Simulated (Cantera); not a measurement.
A perfectly stirred reactor is fed with CO : H₂ : CH₄ : O₂ : N₂ : H₂O = 1 : 0.4 : 0.16 : 0.785 : 2.95 : 0.11 (molar parts), equivalence ratio 1.3, at 100000 Pa; it is adiabatic with a 373 K inlet, and is followed from long to short residence time, starting on the burning branch (τ in s: 0.42, 0.17, 0.067, 0.027, 0.011, 0.0043, 0.0017, 0.00068, 0.00027, 0.00011, 4.3e-05, 1.7e-05).

Computed with Cantera and GRI-Mech 3.0 (53 species, 325 reactions).

What does this change do: pressure from 100000 Pa to 1000000 Pa?


```csv
quantity,before,after
"blow-out, bracketed by the residence times tried","burning at 43.0 µs, out at 17.0 µs","burning at 17.0 µs, the shortest tried"
x(CO) at τ = 0.420 s,0.0829,0.0814
x(H₂) at τ = 0.420 s,0.0147,0.0143
x(CH₄) at τ = 0.420 s,4.11e-7,2.74e-7
x(CH₃) at τ = 0.420 s,2.87e-7,1.18e-7
x(NO) at τ = 0.420 s,0.000700,0.000278
x(CO) at τ = 1.70 ms,0.0949,0.0830
x(H₂) at τ = 1.70 ms,0.0192,0.0146
x(CH₄) at τ = 1.70 ms,1.60e-5,1.30e-5
x(CH₃) at τ = 1.70 ms,7.69e-6,7.72e-6
x(NO) at τ = 1.70 ms,0.000148,0.000269
```

What does this change do: inlet temperature 373 to 698 K?


| quantity | before | after |
|---|---|---|
| blow-out, bracketed by the residence times tried | burning at 43.0 µs, out at 17.0 µs | burning at 43.0 µs, out at 17.0 µs |
| x(CO) at τ = 0.420 s | 0.0829 | 0.0896 |
| x(H₂) at τ = 0.420 s | 0.0147 | 0.0150 |
| x(CH₄) at τ = 0.420 s | 4.11e-7 | 1.17e-7 |
| x(CH₃) at τ = 0.420 s | 2.87e-7 | 9.20e-8 |
| x(NO) at τ = 0.420 s | 0.000700 | 0.00222 |
| x(CO) at τ = 1.70 ms | 0.0949 | 0.101 |
| x(H₂) at τ = 1.70 ms | 0.0192 | 0.0190 |
| x(CH₄) at τ = 1.70 ms | 1.60e-5 | 1.10e-5 |
| x(CH₃) at τ = 1.70 ms | 7.69e-6 | 6.36e-6 |
| x(NO) at τ = 1.70 ms | 0.000148 | 0.000385 |
